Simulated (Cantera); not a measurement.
N2O furnace oxynitridation

An isothermal, constant-pressure homogeneous reactor starts with 97.4 % N₂O, 2.63 % H₂O, at 1348 K and 78000 Pa.

Model: GRI-Mech 3.0 (53 species, 325 reactions), integrated in Cantera. GRI-Mech 3.0 was tuned for natural gas; its chemistry of N2O as a main component is partial and can be far from experiment. The mechanism lacks the step 2 NO + O2 → 2 NO2, which can matter for NO2 below about 1400 K. The temperature is held fixed by assumption; the heat of reaction is taken as removed at once.

```csv
t (s),x N₂O,x H₂O,x NO,x H₂,x H₂O₂,x O,x H
5.00e-6,0.974,0.0263,1.92e-6,1.72e-12,<1e-12,9.44e-6,1.11e-10
1.52e-5,0.974,0.0263,1.08e-5,9.27e-11,2.45e-11,1.39e-5,1.05e-9
4.65e-5,0.973,0.0263,4.19e-5,2.68e-9,1.06e-9,1.45e-5,4.29e-9
0.000142,0.972,0.0263,0.000137,4.01e-8,3.55e-8,1.44e-5,1.24e-8
0.000432,0.970,0.0262,0.000410,2.20e-7,1.58e-7,1.43e-5,2.13e-8
0.00132,0.962,0.0262,0.00119,4.19e-7,9.30e-8,1.41e-5,2.42e-8
0.00402,0.938,0.0259,0.00346,2.99e-7,5.20e-8,1.37e-5,2.45e-8
0.0122,0.870,0.0253,0.0100,1.88e-7,3.33e-8,1.30e-5,2.40e-8
0.0373,0.703,0.0239,0.0263,1.53e-7,2.68e-8,1.21e-5,2.43e-8
0.114,0.401,0.0212,0.0540,1.36e-7,2.11e-8,1.02e-5,2.30e-8
0.347,0.111,0.0186,0.0753,9.02e-8,1.15e-8,5.64e-6,1.24e-8
1.06,0.00763,0.0177,0.0777,1.77e-8,2.02e-9,8.49e-7,9.81e-10
3.23,9.87e-6,0.0177,0.0774,7.43e-9,6.58e-10,2.51e-7,2.28e-10
9.84,1.58e-6,0.0177,0.0773,7.42e-9,6.56e-10,2.50e-7,2.27e-10
30.0,1.57e-6,0.0177,0.0771,7.42e-9,6.56e-10,2.50e-7,2.27e-10
```
x: mole fraction; the columns are a selection and need not sum to one.

Equilibrium at this temperature and pressure: N₂O 3.19e-8, H₂O 0.0177, NO 0.000612, H₂ 6.96e-9, H₂O₂ 6.98e-10, O 2.66e-7, H 2.20e-10 (gas phase only).
